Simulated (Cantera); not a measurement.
Cantera run, input and output.

```python
import numpy as np
import cantera as ct

gas = ct.Solution("gri30.yaml")
gas.TPX = 1698, 22000, {'CH4': 1, 'C2H6': 0.17, 'O2': 2.98, 'N2': 11.2, 'H2O': 0.54}
reactor = ct.IdealGasConstPressureReactor(gas, energy="on", clone=False)
net = ct.ReactorNet([reactor])
net.rtol, net.atol = 1e-08, 1e-16
show = ['CH4', 'C2H6', 'O2', 'NO', 'CH2']
times = np.geomspace(4e-06, 2, 14)

steps = ct.SolutionArray(gas, extra=["t"])
rows = []
print(f"{'t/s':>10s}{'T/K':>9s}{'P/Pa':>11s}" + "".join(f"{s:>11s}" for s in show))
for t in times:
    while net.time < t:
        t_next = net.step()
        steps.append(gas.state, t=t_next)
    rows.append([np.interp(t, steps.t, y) for y in (steps.T, steps.P, *steps(*show).X.T)])
    print(f"{t:10.3e}{rows[-1][0]:9.1f}{rows[-1][1]:11.4g}" + "".join(f"{x:11.3e}" for x in rows[-1][2:]))
rate = np.gradient(steps.T, steps.t)
print("integrator steps:", len(steps.t))
if steps.T.max() > steps.T[0] + 200:
    print(f"time of steepest temperature rise: {steps.t[rate.argmax()]:.4e} s")
gas.TPX = 1698, 22000, {'CH4': 1, 'C2H6': 0.17, 'O2': 2.98, 'N2': 11.2, 'H2O': 0.54}
gas.equilibrate("HP")
print(f"equilibrium (HP): T = {gas.T:.1f} K  " + "  ".join(f"{s} {gas[s].X[0]:.3e}" for s in show))
```

Output:

```
       t/s      T/K       P/Pa        CH4       C2H6         O2         NO        CH2
 4.000e-06   1696.2    2.2e+04  6.292e-02  1.049e-02  1.875e-01  3.782e-14  6.773e-09
 1.098e-05   1693.2    2.2e+04  6.287e-02  1.014e-02  1.874e-01  5.339e-13  7.620e-08
 3.012e-05   1686.7    2.2e+04  6.237e-02  9.040e-03  1.868e-01  1.542e-11  9.030e-07
 8.264e-05   1703.8    2.2e+04  5.510e-02  4.763e-03  1.791e-01  1.660e-09  9.659e-06
 2.268e-04   2382.6    2.2e+04  2.286e-16  6.323e-31  4.568e-02  3.639e-05  1.763e-14
 6.223e-04   2451.9    2.2e+04  3.004e-17  6.908e-33  4.335e-02  2.305e-04  6.596e-16
 1.707e-03   2561.4    2.2e+04  5.485e-17  1.153e-32  4.116e-02  9.866e-04  1.185e-15
 4.685e-03   2628.8    2.2e+04  9.356e-17  2.078e-32  3.880e-02  3.549e-03  1.796e-15
 1.286e-02   2629.0    2.2e+04  1.010e-16  2.323e-32  3.684e-02  8.199e-03  1.829e-15
 3.528e-02   2626.9    2.2e+04  1.034e-16  2.418e-32  3.584e-02  1.068e-02  1.820e-15
 9.680e-02   2626.9    2.2e+04  1.035e-16  2.422e-32  3.580e-02  1.080e-02  1.819e-15
 2.656e-01   2626.9    2.2e+04  1.035e-16  2.422e-32  3.580e-02  1.080e-02  1.819e-15
 7.289e-01   2626.9    2.2e+04  1.035e-16  2.422e-32  3.580e-02  1.080e-02  1.819e-15
 2.000e+00   2626.9    2.2e+04  1.035e-16  2.422e-32  3.580e-02  1.080e-02  1.819e-15
integrator steps: 1562
time of steepest temperature rise: 1.6759e-04 s
equilibrium (HP): T = 2626.9 K  CH4 1.423e-16  C2H6 4.425e-32  O2 3.580e-02  NO 1.080e-02  CH2 1.979e-15
```

Computed with Cantera and GRI-Mech 3.0 (53 species, 325 reactions).
